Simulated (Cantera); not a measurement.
Feed: 1 mol Si3N4, 10 mol Cl2, 1.4 mol H2, at 652 °C and 1.00 mbar.

These are equilibrium values from Cantera (NASA tables, ideal gas, pure condensed phases), not measurements of a reactor. Candidate condensed phases: NH4Cl, Si, Si3N4; 28 gas species. Rates play no part.

Base state: SiCl4 0.288, HCl 0.269, Cl2 0.249, N2 0.192, Cl 0.00183 (mole fractions); condensed: gas only.

Q: What changes in the equilibrium state with this change: temperature from 652 °C to 1350 °C?

A: 
```json
[
 {"species": "Cl", "before": "0.00183", "after": "0.392"},
 {"species": "SiCl4", "before": "0.288", "after": "0.218"},
 {"species": "HCl", "before": "0.269", "after": "0.215"},
 {"species": "Cl2", "before": "0.249", "after": "0.00973"},
 {"species": "SiCl3", "before": "<1e-9", "after": "0.0108"},
 {"species": "N2", "before": "0.192", "after": "0.153"},
 {"species": "SiCl2", "before": "<1e-9", "after": "0.00125"}
]
```
The tables' values for SiCl3 are old estimates; treat these amounts as uncertain.
